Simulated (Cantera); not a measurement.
An isothermal, constant-pressure homogeneous reactor starts with CH4 : CO2 = 1.3 : 0.99 (molar parts), at 2000 K and 5.00 bar.

Cantera simulation using GRI-Mech 3.0 (53 species, 325 reactions); the numbers are that mechanism's predictions, not measurements.

One state of this run: x CH4 = 0.00514; x CO2 = 2.71e-6; x H2O2 = <1e-12; x CH2 = 1.33e-7; x O2 = <1e-12; x HCO = 4.12e-7. x: mole fraction; the columns are a selection and need not sum to one.

### Question
Which value of t (s) does it belong to?
A. 0.0609
B. 3.00e-6
C. 1.04
D. 1.24e-5

### Answer
C, 1.04
